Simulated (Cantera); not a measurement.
An isothermal, constant-pressure homogeneous reactor starts with C₂H₆ : N₂ = 1 : 2.5 (molar parts), at 1225 K and 10.00 Torr. Integrator tolerance rtol = 1e-08.

Model: GRI-Mech 3.0 (53 species, 325 reactions), integrated in Cantera. GRI-Mech 3.0 stops at C3 and has no aromatics, soot or wall deposition, so with more carbon than oxygen in the feed, carbon stays in small species such as C2H2 where larger ones or solid carbon would form. Radical loss at walls, strong at low pressure, is not modelled.

```json
[
 {"quantity": "x(C₂H₆) at 20.0 s", "before": "1.89e-5 (gas-phase equilibrium 2.24e-6)", "after": "0.000177 (gas-phase equilibrium 1.83e-5)"},
 {"quantity": "x(HCN) at 20.0 s", "before": "3.88e-10 (gas-phase equilibrium 0.0854)", "after": "9.29e-12 (gas-phase equilibrium 0.0704)"},
 {"quantity": "x(C₂H) at 20.0 s", "before": "1.33e-10 (gas-phase equilibrium 1.38e-10)", "after": "1.24e-11 (gas-phase equilibrium 6.75e-12)"},
 {"quantity": "x(H₂) at 20.0 s", "before": "0.261 (gas-phase equilibrium 0.328)", "after": "0.226 (gas-phase equilibrium 0.244)"},
 {"quantity": "x(C₂H₄) at 20.0 s", "before": "0.0568 (gas-phase equilibrium 0.00453)", "after": "0.144 (gas-phase equilibrium 0.0142)"},
 {"quantity": "x(CH₄) at 20.0 s", "before": "0.0584 (gas-phase equilibrium 0.0287)", "after": "0.0401 (gas-phase equilibrium 0.0973)"}
]
```

Question: What was changed between the two runs?
A. N2 2.5 to 0.44 parts
B. temperature 1225 to 1525 K
C. temperature 1225 to 1125 K
D. N2 2.5 to 0.55 parts

Answer: C, temperature 1225 to 1125 K
